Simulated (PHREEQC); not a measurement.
Dissolve 0.005 mol/kgw H2SO4 and 0.00036 mol/kgw MgCl2 at 20 °C. It is in equilibrium with CO2 at log p = -3.5 (atm). Otherwise closed; pH follows from the charge balance.

Equilibrium calculation in PHREEQC: ion-association model, phreeqc.dat.

* **pH**: 2.12
* **ionic strength**: 0.0126 mol/kgw
* **specific conductance**: 2960 µS/cm
* **total alkalinity**: -10.0 meq/kg

```json
[
 {"species": "H+", "molality": "0.00841", "activity": "0.00762", "log γ": "-0.043"},
 {"species": "SO4-2", "molality": "0.00333", "activity": "0.00214", "log γ": "-0.192"},
 {"species": "HSO4-", "molality": "0.00159", "activity": "0.00142", "log γ": "-0.049"},
 {"species": "Cl-", "molality": "0.000720", "activity": "0.000642", "log γ": "-0.050"},
 {"species": "Mg+2", "molality": "0.000280", "activity": "0.000182", "log γ": "-0.186"},
 {"species": "MgSO4", "molality": "7.99e-5", "activity": "8.02e-5", "log γ": "0.001"},
 {"species": "CO2", "molality": "1.24e-5", "activity": "1.24e-5", "log γ": "0.001"}
]
```

Precipitation was switched off in this run.
